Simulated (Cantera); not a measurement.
What does this Cantera script print?

```python
import numpy as np
import cantera as ct

gas = ct.Solution("gri30.yaml")
gas.TP = 300, 100000
flame = ct.CounterflowDiffusionFlame(gas, width=0.02)
flame.fuel_inlet.X, flame.fuel_inlet.T = {'CH4': 1, 'C2H6': 0.43}, 600
flame.oxidizer_inlet.X, flame.oxidizer_inlet.T = {'O2': 0.2, 'N2': 0.8}, 425
flame.set_refine_criteria(ratio=3, slope=0.12, curve=0.24, prune=0.03)
show = ['OH', 'H', 'NO', 'CO', 'C2H2']

rows = []
print(f"{'mdot':>8s}{'a_max':>10s}{'a_mean':>10s}{'Tmax/K':>9s}" + "".join(f"{s:>11s}" for s in show) + "   (peak mole fractions)")
for i, mdot in enumerate([0.25, 0.39, 0.61, 0.95, 1.5, 2.3, 3.6]):  # kg/m2/s on the oxidiser side
    flame.oxidizer_inlet.mdot, flame.fuel_inlet.mdot = mdot, 0.62 * mdot
    flame.solve(loglevel=0, auto=(i == 0))
    if flame.T.max() < max(600, 425) + 100:
        print(f"{mdot:8.3g}  no burning solution found from the previous one")
        break
    dT = np.abs(np.gradient(flame.T, flame.grid))
    rows.append([flame.strain_rate("max"), flame.strain_rate("mean"), flame.T.max(),
                 *(flame.X[gas.species_index(s)].max() for s in show), max(dT[0], dT[-1]) / dT.max()])
    print(f"{mdot:8.3g}{rows[-1][0]:10.1f}{rows[-1][1]:10.1f}{rows[-1][2]:9.1f}" + "".join(f"{x:11.3e}" for x in rows[-1][3:-1]))
```

Result:

```
    mdot     a_max    a_mean   Tmax/K         OH          H         NO         CO       C2H2   (peak mole fractions)
    0.25     163.8      34.4   2058.2  6.912e-03  3.839e-03  2.320e-04  5.023e-02  2.344e-02
    0.39     244.2      53.7   2035.9  6.883e-03  4.131e-03  2.084e-04  4.997e-02  2.164e-02
    0.61     367.7      84.0   2014.9  6.822e-03  4.436e-03  1.815e-04  5.004e-02  1.988e-02
    0.95     552.5     130.8   1990.6  6.648e-03  4.684e-03  1.500e-04  5.036e-02  1.796e-02
     1.5     837.8     206.5   1959.7  6.297e-03  4.825e-03  1.131e-04  5.106e-02  1.574e-02
     2.3    1235.0     316.6   1921.4  5.738e-03  4.769e-03  7.589e-05  5.220e-02  1.306e-02
     3.6    1847.4     495.6   1859.5  4.701e-03  4.245e-03  3.633e-05  5.410e-02  9.215e-03
```

Computed with Cantera and GRI-Mech 3.0 (53 species, 325 reactions). GRI-Mech 3.0 has no aromatics or soot, which form on the fuel side of real flames. The maximum strain rate includes the flame's own expansion and is several times the mean.
